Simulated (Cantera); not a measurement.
Charge: 1 mol SiCl4, 0.18 mol HCl, 2000 mol H2, held at 375 Torr.

Equilibrium computed with Cantera from the NASA thermochemical tables; the gas is ideal and each condensed phase is pure. Candidate condensed phases: Si; 19 gas species. Gases not in the tables: Si2H6 and higher silanes. Kinetics and transport are ignored. All values below are at 1702 °C.

Base state: H2 0.996, HCl 0.00206, H 0.00193, SiH2 9.15e-5, Si 6.46e-5, SiH 3.28e-5, SiCl2 1.05e-5 (mole fractions); condensed: Si(l).

Q: What changes in the equilibrium state with this change: pressure from 375 Torr to 100 Torr?

A: 
```
species      before     after
----------  -------  --------
H2            0.996     0.994
H           0.00193   0.00374
HCl         0.00206   0.00205
Si          6.46e-5  0.000242
SiH         3.28e-5   6.35e-5
SiCl2       1.05e-5   1.04e-5
Si(l), mol    0.589     0.156
```
